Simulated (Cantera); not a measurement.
Mixture: CO : H₂ : O₂ : N₂ : H₂O = 1 : 0.49 : 0.931 : 3.5 : 0.13 (molar parts), equivalence ratio 0.80, at 2.60 bar, adiabatic and at constant volume. Ignition delay is the time to a rise of 400 K.

Computed with Cantera and GRI-Mech 3.0 (53 species, 325 reactions). The hydrogen kinetics of GRI-Mech 3.0 are dated; newer H2 mechanisms differ, most at raised pressure. Where the delays flatten at high temperature, the 400 K rule measures the pace of heat release, not the induction time.

Q: Predict: delay at 1200 K; delay at 1350 K; delay at 1500 K; delay at 1650 K; delay at 1800 K.

A: 
- delay at 1200 K: 31.4 µs
- delay at 1350 K: 14.3 µs
- delay at 1500 K: 9.34 µs
- delay at 1650 K: 7.44 µs
- delay at 1800 K: 6.77 µs
